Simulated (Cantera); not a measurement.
Input: 1 mol Fe₃O₄, 3.4 mol H₂, 12 mol N₂, equilibrated at 1627 °C and 19.0 Pa.

These are equilibrium values from Cantera (NASA tables, ideal gas, pure condensed phases), not measurements of a reactor. Candidate condensed phases: Fe, FeO, Fe(OH)₂, Fe(OH)₃, Fe₂O₃, Fe₃O₄, H₂O; 27 gas species. The tables' stoichiometric FeO is somewhat more stable than real wüstite, so its field is too wide. FeO: taken at fixed stoichiometry. Rates play no part.

What is the equilibrium state?


| Property | Value |
|---|---|
| x(N₂) | 0.698 |
| x(H₂O) | 0.143 |
| x(Fe) | 0.0901 |
| x(H₂) | 0.0474 |
| x(H) | 0.0125 |
| x(FeO) | 0.00420 |
| x(OH) | 0.00310 |
| x(O₂) | 0.000808 |
| x(O) | 0.000615 |
| n(FeO(l)) | 1.38 mol |
| gas amount | 17.18 mol |
| log10 activity of Fe(l) (absent) | -0.81 |
